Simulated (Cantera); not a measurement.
Gas mixture: CO2 : H2 = 0.12 : 0.9 (molar parts), at 0.0132 atm, frozen composition.

Cantera's kinetic-theory transport with the Lennard-Jones parameters of GRI-Mech 3.0, ideal gas; thermal conductivity in the multicomponent form.

D: mixture-averaged diffusion coefficient of that species in the mixture.

| T (K) | ρ (kg/m³) | cp (J/kg/K) | μ (µPa s) | λ (mW/m/K) | Pr | D (cm²/s) CH4 | D (cm²/s) NH3 | D (cm²/s) H2O |
|---|---|---|---|---|---|---|---|---|
| 400 | 0.00279 | 4412 | 16.3 | 177 | 0.405 | 67.2 | 70.9 | 74.6 |
| 600 | 0.00186 | 4512 | 22.0 | 235 | 0.423 | 135 | 148 | 158 |
| 800 | 0.00139 | 4626 | 27.0 | 289 | 0.431 | 220 | 246 | 264 |
| 1000 | 0.00112 | 4745 | 31.4 | 342 | 0.435 | 320 | 362 | 390 |
| 1200 | 0.000929 | 4884 | (withheld) | (withheld) | 0.437 | (withheld) | (withheld) | (withheld) |
| 1400 | 0.000797 | 5018 | (withheld) | (withheld) | 0.438 | (withheld) | (withheld) | (withheld) |

### Question
What belongs in the gaps?

### Answer

- 1200, μ (µPa s): 35.5
- 1200, λ (mW/m/K): 397
- 1200, D (cm²/s) CH4: 434
- 1200, D (cm²/s) NH3: 495
- 1200, D (cm²/s) H2O: 534
- 1400, μ (µPa s): 39.3
- 1400, λ (mW/m/K): 451
- 1400, D (cm²/s) CH4: 561
- 1400, D (cm²/s) NH3: 643
- 1400, D (cm²/s) H2O: 695
